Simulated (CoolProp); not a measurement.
Vapour-liquid equilibrium of carbon dioxide (1) + dimethyl ether (2) at 7.84 bar; x and y are mole fractions of (1).

Model: multi-fluid Helmholtz-energy mixture model, Span 1996 and Wu 2011; pair parameters Bell 2016, in CoolProp.

```tsv
x	bubble temperature (K)	y at the bubble point	dew temperature at overall composition x (K)	liquid density (mol/L)
0.05	299.4	0.233	306.5	14.57
0.2	277.2	0.656	300.7	16.24
0.35	261.1	0.840	294.2	17.89
0.5	249.2	0.925	286.7	19.59
0.65	240.2	0.966	277.6	21.37
0.8	233.3	0.987	265.4	23.26
0.95	228.1	0.998	244.2	25.25
```

No azeotrope shows between x = 0.05 and 0.95.

Pair parameters are fitted to limited data, so mixtures are less certain than the pure fluids.
